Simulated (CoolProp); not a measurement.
A single-stage vapour-compression cycle with the fluid: evaporating at 292.15 K (dew point), condensing at 317.15 K (bubble point), superheat 0 K, subcooling 2 K, compressor efficiency 0.75, no pressure losses. The same conditions are run with several fluids, on thermodynamics alone (safety and materials aside).

Values from CoolProp's reference Helmholtz-energy equation of state of each fluid (R125: Lemmon 2005; cis-2-butene: Lemmon 2005; n-butane: Bücker 2006; propyne: Polt 1992; c-C4F8 (RC318): Platzer 1990; vinyl chloride: Thol 2022). The equations of Platzer and Polt are older, rougher fits.

| fluid | cooling COP | pressure ratio | discharge temperature (K) | refrigerating effect (kJ/kg) | volumetric capacity (kJ/m³) |
|---|---|---|---|---|---|
| R125 | 6.63 | 1.88 | 322.0 | 83.6 | 6330 |
| cis-2-butene | 8.09 | 2.16 | 325.0 | 346 | 1490 |
| n-butane | 7.95 | 2.10 | 319.0 | 310 | 1600 |
| propyne | 8.03 | 2.00 | 331.6 | 419 | 3740 |
| c-C4F8 (RC318) | 7.41 | 2.14 | 317.1 | 80.9 | 1870 |
| vinyl chloride | 8.10 | 2.04 | 337.4 | 292 | 2650 |

The compression ends wet for: c-C4F8 (RC318).
